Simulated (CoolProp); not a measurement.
The fluid at 298.15 K and 0.506 MPa expands adiabatically to 0.0731 MPa with isentropic efficiency 0.7. The same conditions are run with several fluids, on thermodynamics alone (safety and materials aside).

Computed with CoolProp (reference Helmholtz-energy equation of state of each fluid (CF4 (R14): Platzer 1990; methane: Setzmann 1991; R13: Platzer 1990)). The equations of Platzer and Polt are older, rougher fits.

Rank CF4 (R14), methane, R13 by work (kJ/kg), highest first.

methane (166), CF4 (R14) (32.8), R13 (27.4)

```
fluid      final temperature (K)  final density (kg/m³)
---------  ---------------------  ---------------------
CF4 (R14)                  245.6                   3.17
methane                    219.4                  0.645
R13                        248.3                   3.74
```
